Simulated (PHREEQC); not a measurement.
A solution holds 6.4 mmol/kgw H3PO4 and 0.19 mmol/kgw Na2CO3, at 20 °C. Closed to the air; pH follows from the charge balance.

The numbers come from PHREEQC with the ion-association model, phreeqc.dat.

```json
{
  "pH": "2.43",
  "ionic_strength": "0.00433 mol/kgw",
  "specific_conductance": "1300 µS/cm",
  "total_alkalinity": "-6.02 meq/kg"
}
```

```tsv
species	molality	activity	log γ
H2PO4-	0.00433	0.00404	-0.030
H+	0.00395	0.00370	-0.028
H3PO4	0.00207	0.00207	0.000
Na+	0.000380	0.000354	-0.030
CO2	0.000190	0.000190	0.000
HPO4-2	8.68e-8	6.58e-8	-0.120
HCO3-	2.28e-8	2.13e-8	-0.030
```

This is a speciation only: nothing precipitates in the calculation. Species that the database lacks are ignored.
